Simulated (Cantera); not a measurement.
## Thermodynamics of boron, boron nitride and boron oxide, feed B2O3 + H2

A closed system holds: 1 mol B2O3, 3 mol H2, equilibrated at 13000 Pa.

Method: chemical equilibrium by Gibbs-energy minimisation in Cantera with the NASA 1993 tables (ideal gas, pure condensed phases). Candidate condensed phases: B, B2O3, B3O3H3, H2O; 23 gas species. Gases not in the tables: H3BO3. Rates play no part.

```json
[
 {"T (K)": "1648", "log p H2": "-0.89", "log p B2O3": "-3.47", "log p HBO2": "-3.03", "log p HBO": "-2.96", "log p BO": "-5.24", "log p H": "-4.50", "log p B2O2": "-4.32", "log p H2O": "-3.87", "n B2O3(l)": "0.967"},
 {"T (K)": "1698", "log p H2": "-0.90", "log p B2O3": "-3.12", "log p HBO2": "-2.81", "log p HBO": "-2.78", "log p BO": "-4.86", "log p H": "-4.29", "log p B2O2": "-3.98", "log p H2O": "-3.73", "n B2O3(l)": "0.942"},
 {"T (K)": "1748", "log p H2": "-0.91", "log p B2O3": "-2.79", "log p HBO2": "-2.61", "log p HBO": "-2.60", "log p BO": "-4.51", "log p H": "-4.10", "log p B2O2": "-3.67", "log p H2O": "-3.61", "n B2O3(l)": "0.896"},
 {"T (K)": "1798", "log p H2": "-0.93", "log p B2O3": "-2.48", "log p HBO2": "-2.42", "log p HBO": "-2.45", "log p BO": "-4.18", "log p H": "-3.92", "log p B2O2": "-3.38", "log p H2O": "-3.49", "n B2O3(l)": "0.817"},
 {"T (K)": "1848", "log p H2": "-0.95", "log p B2O3": "-2.18", "log p HBO2": "-2.24", "log p HBO": "-2.31", "log p BO": "-3.88", "log p H": "-3.75", "log p B2O2": "-3.12", "log p H2O": "-3.39", "n B2O3(l)": "0.674"},
 {"T (K)": "1898", "log p H2": "-1.00", "log p B2O3": "-1.91", "log p HBO2": "-2.08", "log p HBO": "-2.19", "log p BO": "-3.59", "log p H": "-3.61", "log p B2O2": "-2.88", "log p H2O": "-3.30", "n B2O3(l)": "0.411"},
 {"T (K)": "1948", "log p H2": "-1.06", "log p B2O3": "-1.68", "log p HBO2": "-1.95", "log p HBO": "-2.11", "log p BO": "-3.34", "log p H": "-3.48", "log p B2O2": "-2.69", "log p H2O": "-3.24", "n B2O3(l)": "0"},
 {"T (K)": "1998", "log p H2": "-1.06", "log p B2O3": "-1.69", "log p HBO2": "-1.94", "log p HBO": "-2.09", "log p BO": "-3.19", "log p H": "-3.33", "log p B2O2": "-2.69", "log p H2O": "-3.17", "n B2O3(l)": "0"},
 {"T (K)": "2048", "log p H2": "-1.07", "log p B2O3": "-1.70", "log p HBO2": "-1.93", "log p HBO": "-2.08", "log p BO": "-3.05", "log p H": "-3.18", "log p B2O2": "-2.69", "log p H2O": "-3.10", "n B2O3(l)": "0"},
 {"T (K)": "2098", "log p H2": "-1.07", "log p B2O3": "-1.72", "log p HBO2": "-1.92", "log p HBO": "-2.07", "log p BO": "-2.92", "log p H": "-3.05", "log p B2O2": "-2.69", "log p H2O": "-3.04", "n B2O3(l)": "0"},
 {"T (K)": "2148", "log p H2": "-1.07", "log p B2O3": "-1.73", "log p HBO2": "-1.91", "log p HBO": "-2.06", "log p BO": "-2.79", "log p H": "-2.92", "log p B2O2": "-2.69", "log p H2O": "-2.98", "n B2O3(l)": "0"},
 {"T (K)": "2198", "log p H2": "-1.08", "log p B2O3": "-1.74", "log p HBO2": "-1.90", "log p HBO": "-2.05", "log p BO": "-2.68", "log p H": "-2.79", "log p B2O2": "-2.70", "log p H2O": "-2.92", "n B2O3(l)": "0"},
 {"T (K)": "2248", "log p H2": "-1.08", "log p B2O3": "-1.75", "log p HBO2": "-1.89", "log p HBO": "-2.04", "log p BO": "-2.57", "log p H": "-2.68", "log p B2O2": "-2.71", "log p H2O": "-2.86", "n B2O3(l)": "0"},
 {"T (K)": "2298", "log p H2": "-1.09", "log p B2O3": "-1.77", "log p HBO2": "-1.88", "log p HBO": "-2.04", "log p BO": "-2.46", "log p H": "-2.56", "log p B2O2": "-2.72", "log p H2O": "-2.80", "n B2O3(l)": "0"}
]
```
log p: log10 of the partial pressure in bar; n: condensed amount in mol.

From 1648 K to 1898 K the condensed part is B2O3(l). From 1948 K to 2298 K nothing is condensed.
